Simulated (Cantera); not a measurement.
## Hydrocarbon pyrolysis for carbon deposition

An isothermal, constant-pressure homogeneous reactor starts with CH4 : N2 = 1 : 1.5 (molar parts), at 1875 K and 1200 Torr.

Computed with Cantera and GRI-Mech 3.0 (53 species, 325 reactions). GRI-Mech 3.0 stops at C3 and has no aromatics, soot or wall deposition, so with more carbon than oxygen in the feed, carbon stays in small species such as C2H2 where larger ones or solid carbon would form.

| t (s) | x CH4 | x C2H6 | x C2H | x H | x C2H4 |
|---|---|---|---|---|---|
| 0.000900 | 0.131 | 0.000272 | 8.35e-7 | 0.000218 | 0.00401 |
| 0.00247 | 0.0637 | 6.40e-5 | 1.07e-6 | 0.000275 | 0.00168 |
| 0.00679 | 0.0265 | 1.16e-5 | 1.23e-6 | 0.000313 | 0.00131 |
| 0.0186 | 0.0108 | 2.18e-6 | 1.30e-6 | 0.000332 | 0.00131 |
| 0.0512 | 0.00604 | 8.90e-7 | 1.33e-6 | 0.000338 | 0.00133 |
| 0.141 | 0.00554 | 7.97e-7 | 1.33e-6 | 0.000339 | 0.00133 |
| 0.386 | 0.00554 | 7.96e-7 | 1.33e-6 | 0.000339 | 0.00133 |
| 1.06 | 0.00554 | 7.96e-7 | 1.33e-6 | 0.000339 | 0.00133 |
| 2.91 | 0.00554 | 7.96e-7 | 1.33e-6 | 0.000339 | 0.00133 |
| 8.00 | 0.00553 | 7.96e-7 | 1.33e-6 | 0.000339 | 0.00133 |
x: mole fraction; the columns are a selection and need not sum to one.

Equilibrium at this temperature and pressure: CH4 0.00431, C2H6 4.81e-7, C2H 7.96e-7, H 0.000340, C2H4 0.000800 (gas phase only).
